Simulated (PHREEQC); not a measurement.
Make-up at 28 °C: 0.021 mol/kgw HF and 0.0027 mol/kgw H2SO4. Closed to the air; pH follows from the charge balance.

The numbers come from PHREEQC with the ion-association model, phreeqc.dat.

No solid was allowed to form.

### Question
Predict the pH.

### Answer
pH 2.21.

### Question
In which forms is S present?

### Answer
SO4-2 67 %, HSO4- 33 % of the S.

Species that the database lacks are ignored.
